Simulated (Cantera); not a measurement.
# Ignition delay

Mixture: CH4 : O2 : N2 : H2O = 1 : 2 : 13.2 : 0.64 (molar parts), equivalence ratio 1.0, at 540000 Pa, adiabatic and at constant volume. Ignition delay is the time to a rise of 400 K.

Cantera simulation using GRI-Mech 3.0 (53 species, 325 reactions); the numbers are that mechanism's predictions, not measurements.

```json
[
 {"T0 (K)": "1048", "delay (ms)": "120"},
 {"T0 (K)": "1098", "delay (ms)": "58.5"},
 {"T0 (K)": "1148", "delay (ms)": "30.0"},
 {"T0 (K)": "1198", "delay (ms)": "15.9"},
 {"T0 (K)": "1248", "delay (ms)": "8.70"},
 {"T0 (K)": "1298", "delay (ms)": "4.86"},
 {"T0 (K)": "1348", "delay (ms)": "2.77"},
 {"T0 (K)": "1398", "delay (ms)": "1.61"},
 {"T0 (K)": "1448", "delay (ms)": "0.942"}
]
```

| Item | Value |
|---|---|
| apparent activation energy between 1348 and 1448 K | 180 kJ/mol |
